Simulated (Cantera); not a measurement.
Mixture: CO : H2 : CH4 : O2 : N2 = 1 : 0.8 : 0.063 : 2.39 : 6.92 (molar parts), at 0.880 bar, adiabatic and at constant volume. Ignition delay is the time to a rise of 400 K.

Model: GRI-Mech 3.0 (53 species, 325 reactions), integrated in Cantera. Below about 1000 K GRI-Mech 3.0 lacks low-temperature oxidation paths. Below about 950 K walls govern HO2 and H2O2 in real vessels. Where the delays flatten at high temperature, the 400 K rule measures the pace of heat release, not the induction time.

Task: What does this change do: CH4 0.063 to 0.081 parts?

Result: 
```
quantity           before     after
---------------  --------  --------
delay at 875 K    0.187 s   0.183 s
delay at 975 K   0.750 ms  0.825 ms
delay at 1075 K  0.166 ms  0.174 ms
delay at 1175 K   83.7 µs   85.6 µs
delay at 1275 K   54.3 µs   54.5 µs
```

Task: What does this change do: CH4 0.063 to 0.13 parts?

Result: 
```csv
quantity,before,after
delay at 875 K,0.187 s,0.175 s
delay at 975 K,0.750 ms,1.06 ms
delay at 1075 K,0.166 ms,0.201 ms
delay at 1175 K,83.7 µs,92.8 µs
delay at 1275 K,54.3 µs,56.0 µs
```

Task: What does this change do: pressure from 0.880 bar to 5.00 bar?

Result: 
```tsv
quantity	before	after
delay at 875 K	0.187 s	0.249 s
delay at 975 K	0.750 ms	11.9 ms
delay at 1075 K	0.166 ms	0.547 ms
delay at 1175 K	83.7 µs	35.9 µs
delay at 1275 K	54.3 µs	12.2 µs
```
